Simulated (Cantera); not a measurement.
Feed: 1 mol B, 2 mol H₂O, held at 0.0100 bar.

Method: chemical equilibrium by Gibbs-energy minimisation in Cantera with the NASA 1993 tables (ideal gas, pure condensed phases). Candidate condensed phases: B, B₂O₃, B₃O₃H₃, H₂O; 23 gas species. Rates play no part.

Question: At 1450 °C, list the 5 most abundant gas species with their mole fractions, and the condensed phases.

Answer: H₂ 0.594, HBO₂ 0.266, H₂O 0.0691, B₂O₃ 0.0645, HBO 0.00416. Condensed: gas only.
